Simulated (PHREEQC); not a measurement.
Consider water at 20 °C with 0.017 mol/kgw K2SO4 and 0.0016 mol/kgw ZnSO4. Closed to the air; pH follows from the charge balance.

Computed with PHREEQC (ion-association model, wateq4f.dat).

Precipitation was switched off in this run.

### Question
Predict the pH, ionic strength.

### Answer
pH 6.35; ionic strength 0.0513 mol/kgw.

### Question
In which forms is K present?

### Answer
K+ 95 %, KSO4- 4.5 % of the K.
